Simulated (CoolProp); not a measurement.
Saturation properties of dodecamethylcyclohexasiloxane (D6).

Computed with CoolProp (reference Helmholtz-energy equation of state, Colonna 2008). It is a short technical equation, of lower accuracy than the large ones.

```json
[
 {"T (K)": "516.5", "p (bar)": "0.9775", "enthalpy of vaporisation (kJ/kg)": "99.54", "liquid cp (kJ/(kg K))": "2.024", "vapour Z": "0.9063", "surface tension (mN/m)": "3.93"},
 {"T (K)": "526.5", "p (bar)": "1.216", "enthalpy of vaporisation (kJ/kg)": "96.43", "liquid cp (kJ/(kg K))": "2.047", "vapour Z": "0.8888", "surface tension (mN/m)": "3.46"},
 {"T (K)": "536.4", "p (bar)": "1.496", "enthalpy of vaporisation (kJ/kg)": "93.18", "liquid cp (kJ/(kg K))": "2.072", "vapour Z": "0.8693", "surface tension (mN/m)": "3.01"},
 {"T (K)": "546.4", "p (bar)": "1.828", "enthalpy of vaporisation (kJ/kg)": "89.72", "liquid cp (kJ/(kg K))": "2.098", "vapour Z": "0.8472", "surface tension (mN/m)": "2.58"},
 {"T (K)": "556.3", "p (bar)": "2.211", "enthalpy of vaporisation (kJ/kg)": "86.07", "liquid cp (kJ/(kg K))": "2.126", "vapour Z": "0.8227", "surface tension (mN/m)": "2.19"},
 {"T (K)": "566.3", "p (bar)": "2.660", "enthalpy of vaporisation (kJ/kg)": "82.10", "liquid cp (kJ/(kg K))": "2.157", "vapour Z": "0.7950", "surface tension (mN/m)": "1.81"},
 {"T (K)": "576.2", "p (bar)": "3.174", "enthalpy of vaporisation (kJ/kg)": "77.83", "liquid cp (kJ/(kg K))": "2.191", "vapour Z": "0.7645", "surface tension (mN/m)": "1.46"},
 {"T (K)": "586.1", "p (bar)": "3.764", "enthalpy of vaporisation (kJ/kg)": "73.14", "liquid cp (kJ/(kg K))": "2.231", "vapour Z": "0.7305", "surface tension (mN/m)": "1.15"}
]
```

It boils at 518.1 K under 1 atm.

Surface tension comes from a separate correlation (Mulero 2014).
